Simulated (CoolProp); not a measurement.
Computed with CoolProp (reference Helmholtz-energy equation of state, Akasaka 2023).

Q: For R1224YDZ, give the phase and the density (kg/m³), cp (kJ/(kg K)), cv (kJ/(kg K)), speed of sound (m/s) at 57.55 °C and 1.26 MPa.

A: 
- 57.55 °C and 1.26 MPa: liquid; density 1270, cp 1.22, cv 0.859, speed of sound 504
